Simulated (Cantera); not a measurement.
An adiabatic, constant-pressure homogeneous reactor starts with CH4 : C2H6 : C3H8 : O2 : N2 = 1 : 0.26 : 0.3 : 2 : 7.54 (molar parts), equivalence ratio 2.2, at 1500 K and 10.0 bar. Integrator tolerance rtol = 1e-08.

Cantera simulation using GRI-Mech 3.0 (53 species, 325 reactions); the numbers are that mechanism's predictions, not measurements. GRI-Mech 3.0 was tuned for natural gas; its chemistry of propane as a main component is partial and can be far from experiment.

**Question.** What does this change do: initial temperature 1500 to 1350 K?

**Answer.** 
```csv
quantity,before,after
time of steepest temperature rise,26.4 µs,0.107 ms
temperature at 0.300 s,2478 K,2344 K
equilibrium temperature,2478 K,2344 K
x(CH4) at 0.300 s,3.55e-9 (gas-phase equilibrium 3.98e-9),6.59e-9 (gas-phase equilibrium 7.41e-9)
x(C2H6) at 0.300 s,<1e-12 (gas-phase equilibrium <1e-12),<1e-12 (gas-phase equilibrium <1e-12)
x(C3H8) at 0.300 s,<1e-12 (gas-phase equilibrium <1e-12),<1e-12 (gas-phase equilibrium <1e-12)
x(C2H) at 0.300 s,<1e-12 (gas-phase equilibrium <1e-12),<1e-12 (gas-phase equilibrium <1e-12)
x(C2H4) at 0.300 s,<1e-12 (gas-phase equilibrium <1e-12),<1e-12 (gas-phase equilibrium <1e-12)
x(H) at 0.300 s,0.00312 (gas-phase equilibrium 0.00312),0.00166 (gas-phase equilibrium 0.00166)
```

**Question.** What does this change do: pressure from 10.0 bar to 3.00 bar?

**Answer.** 
```
quantity                                                            before                                      after
---------------------------------  ---------------------------------------  -----------------------------------------
time of steepest temperature rise                                  26.4 µs                                    60.7 µs
temperature at 0.300 s                                              2478 K                                     2463 K
equilibrium temperature                                             2478 K                                     2463 K
x(CH4) at 0.300 s                  3.55e-9 (gas-phase equilibrium 3.98e-9)  3.35e-10 (gas-phase equilibrium 3.76e-10)
x(C2H6) at 0.300 s                   <1e-12 (gas-phase equilibrium <1e-12)      <1e-12 (gas-phase equilibrium <1e-12)
x(C3H8) at 0.300 s                   <1e-12 (gas-phase equilibrium <1e-12)      <1e-12 (gas-phase equilibrium <1e-12)
x(C2H) at 0.300 s                    <1e-12 (gas-phase equilibrium <1e-12)      <1e-12 (gas-phase equilibrium <1e-12)
x(C2H4) at 0.300 s                   <1e-12 (gas-phase equilibrium <1e-12)      <1e-12 (gas-phase equilibrium <1e-12)
x(H) at 0.300 s                    0.00312 (gas-phase equilibrium 0.00312)    0.00531 (gas-phase equilibrium 0.00531)
```
